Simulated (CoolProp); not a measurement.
Vapour-liquid equilibrium of R134a (1) + R152A (2) at 0.0225 MPa; x and y are mole fractions of (1).

The numbers come from the multi-fluid Helmholtz-energy mixture model, Tillner-Roth 1994 and Outcalt 1996; pair parameters Lemmon 2004 in CoolProp.

```json
[
 {"x": "0.05", "bubble temperature (°C)": "-53.3", "y at the bubble point": "0.042", "dew temperature at overall composition x (°C)": "-53.2", "liquid density (mol/L)": "16.08"},
 {"x": "0.15", "bubble temperature (°C)": "-53.0", "y at the bubble point": "0.136", "dew temperature at overall composition x (°C)": "-53.0", "liquid density (mol/L)": "15.85"},
 {"x": "0.25", "bubble temperature (°C)": "-52.9", "y at the bubble point": "0.239", "dew temperature at overall composition x (°C)": "-52.8", "liquid density (mol/L)": "15.63"},
 {"x": "0.35", "bubble temperature (°C)": "-52.8", "y at the bubble point": "0.349", "dew temperature at overall composition x (°C)": "-52.8", "liquid density (mol/L)": "15.42"},
 {"x": "0.45", "bubble temperature (°C)": "-52.8", "y at the bubble point": "0.461", "dew temperature at overall composition x (°C)": "-52.8", "liquid density (mol/L)": "15.22"},
 {"x": "0.55", "bubble temperature (°C)": "-53.0", "y at the bubble point": "0.574", "dew temperature at overall composition x (°C)": "-52.9", "liquid density (mol/L)": "15.03"},
 {"x": "0.65", "bubble temperature (°C)": "-53.2", "y at the bubble point": "0.683", "dew temperature at overall composition x (°C)": "-53.1", "liquid density (mol/L)": "14.85"},
 {"x": "0.75", "bubble temperature (°C)": "-53.5", "y at the bubble point": "0.785", "dew temperature at overall composition x (°C)": "-53.4", "liquid density (mol/L)": "14.68"},
 {"x": "0.85", "bubble temperature (°C)": "-53.9", "y at the bubble point": "0.879", "dew temperature at overall composition x (°C)": "-53.7", "liquid density (mol/L)": "14.52"},
 {"x": "0.95", "bubble temperature (°C)": "-54.3", "y at the bubble point": "0.962", "dew temperature at overall composition x (°C)": "-54.2", "liquid density (mol/L)": "14.37"}
]
```

y crosses x between x = 0.35 and 0.45: the model has an azeotrope there.

Pair parameters are fitted to limited data, so mixtures are less certain than the pure fluids.
